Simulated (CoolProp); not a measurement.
A simple Rankine cycle with ethanol: condensing at 326.15 K, boiler at 3.42 MPa, turbine inlet 482.3 K, turbine efficiency 0.6, pump efficiency 0.8, no recuperator. Each further row changes one setting.

Values from CoolProp's reference Helmholtz-energy equation of state, Schroeder 2014.

```json
[
 {"case": "as stated", "thermal efficiency (%)": "15.0", "net work (kJ/kg)": "154", "heat in (kJ/kg)": "1030", "turbine exit temperature (K)": "326.1", "volume ratio over the turbine": "96.2"},
 {"case": "turbine inlet 502.3 K", "thermal efficiency (%)": "15.4", "net work (kJ/kg)": "169", "heat in (kJ/kg)": "1100", "turbine exit temperature (K)": "354.0", "volume ratio over the turbine": "91.4"},
 {"case": "condensing temperature 318.15 K", "thermal efficiency (%)": "15.8", "net work (kJ/kg)": "166", "heat in (kJ/kg)": "1050", "turbine exit temperature (K)": "318.1", "volume ratio over the turbine": "139"},
 {"case": "boiler pressure 2.39 MPa", "thermal efficiency (%)": "14.5", "net work (kJ/kg)": "157", "heat in (kJ/kg)": "1080", "turbine exit temperature (K)": "351.0", "volume ratio over the turbine": "62.5"},
 {"case": "turbine efficiency 0.5", "thermal efficiency (%)": "12.4", "net work (kJ/kg)": "128", "heat in (kJ/kg)": "1030", "turbine exit temperature (K)": "334.1", "volume ratio over the turbine": "100"}
]
```

The expansion ends wet for: as stated; condensing temperature 318.15 K.
